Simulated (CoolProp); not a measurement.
R113 at 293.15 K and 4.05 MPa is throttled through a valve to 2.52 MPa with no heat exchange. Each further row changes one setting.

Model: reference Helmholtz-energy equation of state, Marx 1992, in CoolProp.

```tsv
case	temperature change (K)	final density (kg/m³)
as stated	?	1580
outlet pressure 0.756 MPa	?	?
outlet pressure 3.28 MPa	?	1580
```

Problem. What belongs in the gaps?

Solution. 
- as stated, temperature change (K): +0.6
- outlet pressure 0.756 MPa, temperature change (K): +1.3
- outlet pressure 0.756 MPa, final density (kg/m³): 1570
- outlet pressure 3.28 MPa, temperature change (K): +0.3
